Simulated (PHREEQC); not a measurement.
Make-up at 25 °C: 0.045 mol/kgw HCl, 0.14 mol/kgw Li2SO4 and 0.0033 mol/kgw MnSO4. Closed to the air; pH follows from the charge balance.

Model: ion-association model, phreeqc.dat, run in PHREEQC.

```yaml
pH: 1.95
ionic_strength: 0.364 mol/kgw
activity_of_water: 0.992
density: 1.011 g/cm³
total_alkalinity: -45.0 meq/kg
```

| species | molality | activity | log γ |
|---|---|---|---|
| Li+ | 0.256 | 0.185 | -0.141 |
| SO4-2 | 0.0876 | 0.0204 | -0.633 |
| Cl- | 0.0449 | 0.0302 | -0.173 |
| HSO4- | 0.0305 | 0.0223 | -0.136 |
| LiSO4- | 0.0236 | 0.0165 | -0.155 |
| H+ | 0.0145 | 0.0112 | -0.111 |
| Mn+2 | 0.00168 | 0.000461 | -0.562 |
| MnSO4 | 0.00154 | 0.00167 | 0.036 |
| MnCl+ | 8.08e-5 | 5.66e-5 | -0.155 |

Precipitation was switched off in this run.
